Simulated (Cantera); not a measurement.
Input: 1 mol SiHCl3, 0.19 mol NH3, 7.4 mol N2.

These are equilibrium values from Cantera (NASA tables, ideal gas, pure condensed phases), not measurements of a reactor. Candidate condensed phases: NH4Cl, Si, Si3N4; 28 gas species. The tables' values for SiCl3 are old estimates. Rates play no part.

Task: What condenses at these points (T in °C, P in Pa): (1127, 5100); (1127, 37000); (1427, 98); (977, 37000); (1077, 98)?

Result: 
```csv
T (°C),P in Pa,condensed phases,Si condensed (%)
1127,5100,Si3N4,50.1
1127,37000,Si3N4,52.3
1427,98,gas only,0.0
977,37000,Si3N4,53.1
1077,98,Si3N4,30.0
```
